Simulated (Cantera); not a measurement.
## Thermodynamics of chlorosilane synthesis and conversion, feed SiCl4 + Cl2 + H2

A closed system holds: 1 mol SiCl4, 1.5 mol Cl2, 4.6 mol H2, held at 0.100 bar.

These are equilibrium values from Cantera (NASA tables, ideal gas, pure condensed phases), not measurements of a reactor. Candidate condensed phases: Si; 19 gas species. The tables' values for SiCl3 are old estimates; treat these amounts as uncertain. Equilibrium is a limit: real reactors are often held back by kinetics, nucleation or transport.

```csv
T (K),log p H2,log p HCl,log p SiCl4,log p SiCl3
550,-1.36,-1.37,-1.85,-12.63
650,-1.36,-1.37,-1.85,-10.03
750,-1.36,-1.37,-1.85,-8.13
850,-1.36,-1.37,-1.85,-6.69
950,-1.36,-1.37,-1.85,-5.55
1050,-1.36,-1.37,-1.86,-4.64
1150,-1.36,-1.37,-1.86,-3.90
1250,-1.37,-1.36,-1.89,-3.31
```
log p: log10 of the partial pressure in bar; nothing condenses.

From 550 K to 1250 K nothing is condensed. The main Si-bearing gas is SiCl4 throughout.
